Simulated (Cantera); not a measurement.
An adiabatic, constant-volume homogeneous reactor starts with CH4 : O2 : N2 = 1 : 2.5 : 9.4 (molar parts), equivalence ratio 0.80, at 1475 K and 750 Torr. Integrator tolerance rtol = 1e-08.

Model: GRI-Mech 3.0 (53 species, 325 reactions), integrated in Cantera.

**Question.** What does this change do: 0.051 parts H2 added?

**Answer.** 
```csv
quantity,before,after
time of steepest temperature rise,1.33 ms,1.02 ms
temperature at 4.00 s,2814 K,2821 K
equilibrium temperature,2814 K,2821 K
x(CH4) at 4.00 s,<1e-12 (gas-phase equilibrium <1e-12),<1e-12 (gas-phase equilibrium <1e-12)
x(O2) at 4.00 s,0.0405 (gas-phase equilibrium 0.0405),0.0392 (gas-phase equilibrium 0.0392)
x(NO) at 4.00 s,0.0156 (gas-phase equilibrium 0.0156),0.0154 (gas-phase equilibrium 0.0154)
x(H) at 4.00 s,0.00626 (gas-phase equilibrium 0.00626),0.00660 (gas-phase equilibrium 0.00660)
x(H2) at 4.00 s,0.0103 (gas-phase equilibrium 0.0103),0.0109 (gas-phase equilibrium 0.0109)
x(HCO) at 4.00 s,3.16e-8 (gas-phase equilibrium 3.16e-8),3.40e-8 (gas-phase equilibrium 3.40e-8)
```

**Question.** What does this change do: pressure from 750 Torr to 3750 Torr?

**Answer.** 
```
quantity                                                            before                                    after
---------------------------------  ---------------------------------------  ---------------------------------------
time of steepest temperature rise                                  1.33 ms                                 0.371 ms
temperature at 4.00 s                                               2814 K                                   2934 K
equilibrium temperature                                             2814 K                                   2934 K
x(CH4) at 4.00 s                     <1e-12 (gas-phase equilibrium <1e-12)    <1e-12 (gas-phase equilibrium <1e-12)
x(O2) at 4.00 s                      0.0405 (gas-phase equilibrium 0.0405)    0.0374 (gas-phase equilibrium 0.0374)
x(NO) at 4.00 s                      0.0156 (gas-phase equilibrium 0.0156)    0.0176 (gas-phase equilibrium 0.0176)
x(H) at 4.00 s                     0.00626 (gas-phase equilibrium 0.00626)  0.00354 (gas-phase equilibrium 0.00354)
x(H2) at 4.00 s                      0.0103 (gas-phase equilibrium 0.0103)  0.00768 (gas-phase equilibrium 0.00768)
x(HCO) at 4.00 s                   3.16e-8 (gas-phase equilibrium 3.16e-8)  6.64e-8 (gas-phase equilibrium 6.64e-8)
```
